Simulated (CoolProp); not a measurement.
A closed Brayton cycle with dry air: compressor inlet 327.15 K and 5 MPa, high pressure 15.5 MPa, turbine inlet 870 K, compressor efficiency 0.85, turbine efficiency 0.85, recuperator effectiveness 0.9 (on enthalpy, no pinch check). Each further row changes one setting.

Model: reference Helmholtz-energy equation of state, Lemmon 2000, in CoolProp. It is a pseudo-pure fit of the blend.

```
case                           thermal efficiency (%)  net work (kJ/kg)  compressor to turbine work  compressor exit (K)  turbine exit (K)
-----------------------------  ----------------------  ----------------  --------------------------  -------------------  ----------------
as stated                                           …              63.0                        0.71                474.9             679.5
turbine inlet 820 K                              22.6              50.5                        0.75                474.9             638.8
compressor inlet 337.15 K                        24.4              58.2                           …                    …             679.5
high pressure 13.2 MPa                              …                 …                           …                451.1                 …
recuperator effectiveness 0.5                    19.2              63.0                        0.71                474.9             679.5
```

### Question
Fill in the missing entries.

### Answer

- as stated, thermal efficiency (%): 26.2
- compressor inlet 337.15 K, compressor to turbine work: 0.73
- compressor inlet 337.15 K, compressor exit (K): 489.1
- high pressure 13.2 MPa, thermal efficiency (%): 27.9
- high pressure 13.2 MPa, net work (kJ/kg): 61.1
- high pressure 13.2 MPa, compressor to turbine work: 0.67
- high pressure 13.2 MPa, turbine exit (K): 703.7
